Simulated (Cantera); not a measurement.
Feed: 1 mol Fe₃O₄, 0.011 mol HCl, 4.3 mol N₂, equilibrated at 0.580 bar.

Method: chemical equilibrium by Gibbs-energy minimisation in Cantera with the NASA 1993 tables (ideal gas, pure condensed phases). Candidate condensed phases: Fe, FeCl₂, FeCl₃, FeO, Fe(OH)₂, Fe(OH)₃, Fe₂O₃, Fe₃O₄, H₂O, NH₄Cl; 37 gas species. Kinetics and transport are ignored. All values below are at 1773 K.

Base state: N₂ 0.997, HCl 0.00103, H₂O 0.000749, FeCl₂ 0.000697, Cl 0.000124, NO 6.72e-5, O₂ 5.22e-5 (mole fractions); condensed: Fe₃O₄(s).

### Question
What changes in the equilibrium state with this change: Fe₃O₄ replaced by MgO?

### Answer
```json
[
 {"species": "N₂", "before": "0.997", "after": "0.997"},
 {"species": "HCl", "before": "0.00103", "after": "0.00183"},
 {"species": "MgCl₂", "before": "0", "after": "0.000322"},
 {"species": "FeCl₂", "before": "0.000697", "after": "0"},
 {"species": "H₂O", "before": "0.000749", "after": "0.000318"},
 {"species": "O₂", "before": "5.22e-5", "after": "1.62e-7"},
 {"species": "NO", "before": "6.72e-5", "after": "3.74e-6"},
 {"species": "H₂", "before": "5.68e-6", "after": "4.32e-5"},
 {"species": "Cl", "before": "0.000124", "after": "7.98e-5"},
 {"species": "Fe₃O₄(s), mol", "before": "0.999", "after": "0"},
 {"species": "MgO(s), mol", "before": "0", "after": "0.999"}
]
```
Further candidate phases: Mg, MgCl₂, MgO, Mg(OH)₂.
